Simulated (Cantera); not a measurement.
Input (Python, Cantera) and output of one run.

```python
import numpy as np
import cantera as ct

gas_names = [...]  # 87 gases of nasa_gas.yaml made of C, H, Si
cond_names = """
    C(gr) C6H6(L) C7H8(L) C8H18(L),n-octa Si(cr) Si(L) SiC(b)
""".split()


# ... load() reads the species with a 1 bar reference pressure and builds the phases ...
atoms = {
    'SiH4': {'Si': 1, 'H': 4},
    'C2H2': {'C': 2, 'H': 2},
    'H2': {'H': 2},
}
top_T = {'C(gr)': 4500, 'SiC(b)': 3050}  # K; cautious upper limits of use, not melting points


# ... equilibrate(T, P, feed) seeds the gas with the atoms and calls Mixture.equilibrate('TP', solver="vcs", rtol=1e-11, max_steps=5000) ...
results = []
feed = {'SiH4': 1, 'C2H2': 0.3, 'H2': 100}  # mol
T = 1098.15  # K
P = 100000  # Pa
mix = equilibrate(T, P, feed)
results.append((T, P, feed, dict(zip(mix.species_names, mix.species_moles))))
print(gas.report(threshold=0.001))
for i in range(1, mix.n_phases):
    print(f"{mix.phase(i).name:16s} {mix.phase_moles(i):12.5e} mol")
```

Result:

```
       temperature   1098.2 K
          pressure   1e+05 Pa
           density   0.022085 kg/m^3
  mean mol. weight   2.0165 kg/kmol
   phase of matter   gas

                          1 kg             1 kmol
                     ---------------   ---------------
          enthalpy        1.1738e+07        2.3668e+07  J
   internal energy        7.2096e+06        1.4538e+07  J
           entropy             83854        1.6909e+05  J/K
    Gibbs function       -8.0346e+07       -1.6201e+08  J
 heat capacity c_p             15189             30627  J/K
 heat capacity c_v             11065             22313  J/K

                      mass frac. Y      mole frac. X     chem. pot. / RT
                     ---------------   ---------------   ---------------
                H2           0.99974           0.99997           -17.743
     [  +86 minor]        0.00025659        3.1747e-05

C(gr)             0.00000e+00 mol
Si(cr)            4.03137e-01 mol
SiC(b)            5.96809e-01 mol
```

Equilibrium computed with Cantera from the NASA thermochemical tables; the gas is ideal and each condensed phase is pure. Mutual solubility and eutectic melting of coexisting phases are not modelled.
